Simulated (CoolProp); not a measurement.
A single-stage vapour-compression cycle with the fluid: evaporating at 301.15 K (dew point), condensing at 357.15 K (bubble point), superheat 10 K, subcooling 8 K, compressor efficiency 0.85, no pressure losses. The same conditions are run with several fluids, on thermodynamics alone (safety and materials aside).

Computed with CoolProp (reference Helmholtz-energy equation of state of each fluid (dimethyl ether: Wu 2011; R236FA: Pan 2012; carbonyl sulfide: Lemmon 2006; R141b: Lemmon 2006; R1233zd(E): Akasaka 2022; R124: de Vries 1995)).

Problem. Rank dimethyl ether, R236FA, carbonyl sulfide, R141b, R1233zd(E), R124 by cooling COP, highest first.

Solution. R141b (3.95), R1233zd(E) (3.76), dimethyl ether (3.58), R124 (3.41), R236FA (3.34), carbonyl sulfide (3.28)

```
fluid             pressure ratio  discharge temperature (K)  refrigerating effect (kJ/kg)  volumetric capacity (kJ/m³)
----------------  --------------  -------------------------  ----------------------------  ---------------------------
dimethyl ether              3.76                      381.5                           287                         3690
R236FA                      4.55                      359.3                          89.5                         1730
carbonyl sulfide            3.18                      409.4                           178                         6710
R141b                       5.31                      372.6                           175                          716
R1233zd(E)                  5.01                      365.2                           138                         1060
R124                        4.09                      366.0                          94.7                         2330
```
